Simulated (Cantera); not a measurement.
Feed: 1 mol SiH2Cl2, 0.42 mol Cl2, 66 mol N2, held at 1298 K and 2700 Pa.

Equilibrium computed with Cantera from the NASA thermochemical tables; the gas is ideal and each condensed phase is pure. Candidate condensed phases: NH4Cl, Si, Si3N4; 28 gas species. N2 is the only nitrogen source here; it is nearly inert below about 1500 K, so the nitride shown seldom forms there in practice. The tables' values for SiCl3 are old estimates; treat these amounts as uncertain. Rates play no part.

Base state: N2 0.968, HCl 0.0253, SiCl4 0.00345, H2 0.00211, SiCl3 0.000566, SiCl2 0.000554, SiHCl3 1.30e-5 (mole fractions); condensed: Si3N4(s).

**Question.** What changes in the equilibrium state with this change: N2 from 66 to 23 mol?

**Answer.** 
```
species          before    after
-------------  --------  -------
N2                0.968    0.914
HCl              0.0253   0.0650
SiCl4           0.00345   0.0109
SiHCl3          1.30e-5  6.07e-5
H2              0.00211  0.00799
SiCl3          0.000566  0.00136
Si3N4(s), mol     0.230    0.223
```

**Question.** What changes in the equilibrium state with this change: SiH2Cl2 replaced by Si2Cl6?

**Answer.** 
```tsv
species	before	after
N2	0.968	0.973
SiCl4	0.00345	0.0228
SiCl3	0.000566	0.00233
HCl	0.0253	0
H2	0.00211	0
SiHCl3	1.30e-5	0
SiCl2	0.000554	0.00142
Si3N4(s), mol	0.230	0.0675
```
The feed counts by its element totals alone.
